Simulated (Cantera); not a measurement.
Feed: 1 mol Si, 0.0017 mol H2O, 5.4 mol H2, at 2.00 mbar.

Cantera equilibrium calculation (NASA polynomials, part measured and part estimated; ideal gas, pure solids and liquids). Candidate condensed phases: H2O, Si, SiO2; 18 gas species. The numbers say what is thermodynamically allowed, not how fast it happens. All values below are at 1500 K.

Base state: H2 0.999, H 0.000393, SiO 0.000315 (mole fractions); condensed: Si(s).

Question: What changes in the equilibrium state with this change: pressure from 2.00 mbar to 0.420 Pa?

Answer: 
```json
[
 {"species": "H2", "before": "0.999", "after": "0.989"},
 {"species": "H", "before": "0.000393", "after": "0.00854"},
 {"species": "Si", "before": "5.26e-6", "after": "0.00251"},
 {"species": "SiH", "before": "7.55e-7", "after": "1.64e-5"},
 {"species": "SiO", "before": "0.000315", "after": "0.000312"},
 {"species": "Si(s), mol", "before": "0.998", "after": "0.985"}
]
```
